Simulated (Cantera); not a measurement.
## Ignition delay

Mixture: CH4 : O2 : N2 : CO2 = 1 : 1.43 : 5.37 : 0.43 (molar parts), at 825 Torr, adiabatic and at constant volume. Ignition delay is the time to a rise of 400 K.

Detailed kinetics in Cantera: GRI-Mech 3.0 (53 species, 325 reactions).

| T0 (K) | delay (ms) |
|---|---|
| 1073 | 365 |
| 1148 | 113 |
| 1223 | 38.0 |
| 1298 | 13.8 |
| 1373 | 5.40 |
| 1448 | 2.26 |
| 1523 | 1.01 |
| 1598 | 0.494 |
| 1673 | 0.262 |

| Property | Result |
|---|---|
| apparent activation energy between 1523 and 1673 K | 190 kJ/mol |
